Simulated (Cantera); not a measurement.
A closed system holds: 1 mol CH3OH, 0.62 mol H2, 9.5 mol N2, held at 1702 °C and 99.0 mbar.

Equilibrium computed with Cantera from the NASA thermochemical tables; the gas is ideal and each condensed phase is pure. Kinetics and transport are ignored.

| species | before | after |
|---|---|---|
| N2 | 0.723 | 0.720 |
| H2 | 0.198 | 0.193 |
| CO | 0.0761 | 0.0758 |
| H | 0.00194 | 0.0103 |
| HCN | 3.18e-5 | 3.04e-5 |
| H2O | 3.09e-5 | 3.06e-5 |
Gas species are given as mole fractions.

Task: Name the change that produced these shifts.
A. temperature from 1702 °C to 1975 °C
B. temperature from 1702 °C to 775 °C
C. temperature from 1702 °C to 1400 °C
D. temperature from 1702 °C to 400 °C

Result: A, temperature from 1702 °C to 1975 °C
